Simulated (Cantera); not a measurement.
A perfectly stirred reactor is fed with N₂O : O₂ = 1 : 1.1 (molar parts), at 68000 Pa; it is held at 1400 K, and followed from long to short residence time.

Detailed kinetics in Cantera: GRI-Mech 3.0 (53 species, 325 reactions). GRI-Mech 3.0 was tuned for natural gas; its chemistry of N2O as a main component is partial and can be far from experiment. The temperature is held fixed by assumption; the heat of reaction is taken as removed at once.

One state of this run: x N₂O = 0.153; x O₂ = 0.564; x NO = 0.0436; x O = 1.83e-5; x NO₂ = 0.000244. x: mole fraction; the columns are a selection and need not sum to one.

Q: Which value of τ (s) does it belong to?
A) 1.1
B) 0.013
C) 0.0055
D) 0.19

A: D, 0.19
